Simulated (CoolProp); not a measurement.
Vapour-liquid equilibrium of toluene (1) + n-octane (2) at 0.000892 MPa; x and y are mole fractions of (1).

The numbers come from the multi-fluid Helmholtz-energy mixture model, Lemmon 2006 and Beckmüller 2019; pair parameters Bell 2016 in CoolProp.

```csv
x,bubble temperature (K),y at the bubble point,dew temperature at overall composition x (K),liquid density (mol/L)
0.05,283.9,0.148,285.1,6.328
0.2,280.0,0.432,283.3,6.719
0.35,277.6,0.593,281.2,7.142
0.5,275.9,0.701,279.0,7.607
0.65,274.7,0.787,276.7,8.126
0.8,273.8,0.869,274.5,8.709
0.95,273.1,0.963,273.2,9.371
```

No azeotrope shows between x = 0.05 and 0.95.

The pair parameters rest on a limited set of measurements; away from them the model extrapolates.
